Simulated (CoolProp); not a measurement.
The fluid at 240.47 K and 0.0881 MPa flows at 0.87 m/s in a round tube of 4.6 mm bore and 45 µm roughness, fully developed (64/Re and Nu = 3.66 if laminar; Colebrook and Gnielinski if turbulent). The same conditions are run with several fluids, on thermodynamics alone (safety and materials aside).

Values from CoolProp's reference Helmholtz-energy equation of state of each fluid (CH2F2 (R32): Tillner-Roth 1997; R410A: Lemmon 2003; propane: Lemmon 2009; R143a: Lemmon and Jacobsen 2000; dry air: Lemmon 2000). Blends and air are pseudo-pure fits.

Rank CH2F2 (R32), R410A, propane, R143a, dry air by Reynolds number, highest first.

R143a (1710), R410A (1290), propane (1220), CH2F2 (R32) (877), dry air (329)

```csv
fluid,Darcy friction factor,pressure drop (Pa/m),heat-transfer coefficient (W/(m² K)),mass flow (kg/h)
CH2F2 (R32),0.0730,14.1,7.70,0.122
R410A,0.0495,13.4,7.21,0.171
propane,0.0526,8.65,9.90,0.104
R143a,0.0375,11.8,7.98,0.199
dry air,0.194,20.4,17.3,0.0665
```

Transport values come from each fluid's own correlations; those of CH2F2 (R32), R143a are estimates that may be off by 10 % or more.
